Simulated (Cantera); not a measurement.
Input (Python, Cantera) and output of one run.

```python
import numpy as np
import cantera as ct

gas_names = """
    CL CL2 H HCL H2 N NH NH2 NH3 N2 N2H2 N2H4 Si SiCL SiCL2 SiCL3 SiCL4 SiH SiHCL3 SiH2 SiH2CL2 SiH3
    SiH3CL SiH4 SiN Si2 Si2N Si3
""".split()
cond_names = """
    NH4CL(a) NH4CL(b) Si(cr) Si(L) Si3N4(a)
""".split()


# ... load() reads the species with a 1 bar reference pressure and builds the phases ...
atoms = {
    'Si2H6': {'Si': 2, 'H': 6},
    'HCl': {'H': 1, 'CL': 1},
    'N2': {'N': 2},
}
top_T = {'Si3N4(a)': 2400}  # K; cautious upper limits of use, not melting points


# ... equilibrate(T, P, feed) seeds the gas with the atoms and calls Mixture.equilibrate('TP', solver="vcs", rtol=1e-11, max_steps=5000) ...
results = []
feed = {'Si2H6': 1, 'HCl': 3.7, 'N2': 26}  # mol
T = 1748  # K
for P in [100, 260, 670, 1700, 4500, 12000, 30000, 77000, 200000]:
    mix = equilibrate(T, P, feed)
    results.append((T, P, feed, dict(zip(mix.species_names, mix.species_moles))))

top = {s: max(r[3][s] / sum(r[3][g] for g in gas_names) for r in results) for s in gas_names}
cols = sorted((s for s in top if top[s] > 0.0001), key=lambda s: -top[s])[:7]
seen = [c for c in cond_names if any(r[3].get(c, 0) > 1e-12 for r in results)]
print("log10 of partial pressures in bar; condensed amounts in mol")
print(f"{'P/Pa':>10s}" + "".join(f"{s[:9]:>10s}" for s in cols + seen))
for T, P, feed, n in results:
    ng = sum(n[g] for g in gas_names)
    print(f"{P:10.4g}" + "".join(f"{np.log10(max(n[s] / ng * P / 1e5, 1e-99)):10.3f}" for s in cols)
          + "".join(f"{n.get(c, 0):10.4g}" for c in seen))
```

Result:

```
log10 of partial pressures in bar; condensed amounts in mol
      P/Pa        N2        H2       HCL     SiCL2         H     SiCL3        Si     Si(L)  Si3N4(a)
       100    -3.101    -3.894    -4.425    -4.433    -5.588    -7.106    -5.837     0.716         0
       260    -2.685    -3.477    -4.008    -4.016    -5.379    -6.480    -5.837    0.7498         0
       670    -2.276    -3.063    -3.549    -3.619    -5.173    -5.832    -5.943         0    0.2753
      1700    -1.872    -2.673    -3.051    -3.281    -4.978    -5.189    -6.213         0     0.332
      4500    -1.449    -2.268    -2.542    -2.950    -4.775    -4.552    -6.494         0    0.3938
   1.2e+04    -1.023    -1.861    -2.044    -2.645    -4.572    -3.953    -6.778         0    0.4556
     3e+04    -0.626    -1.479    -1.593    -2.391    -4.381    -3.439    -7.043         0     0.508
   7.7e+04    -0.217    -1.084    -1.145    -2.162    -4.183    -2.959    -7.316         0    0.5521
     2e+05     0.198    -0.679    -0.705    -1.963    -3.981    -2.523    -7.592         0    0.5842
```

Cantera equilibrium calculation (NASA polynomials, part measured and part estimated; ideal gas, pure solids and liquids). The feed counts by its element totals alone. The tables' values for SiCl3, SiCl, SiN are old estimates; treat these amounts as uncertain.
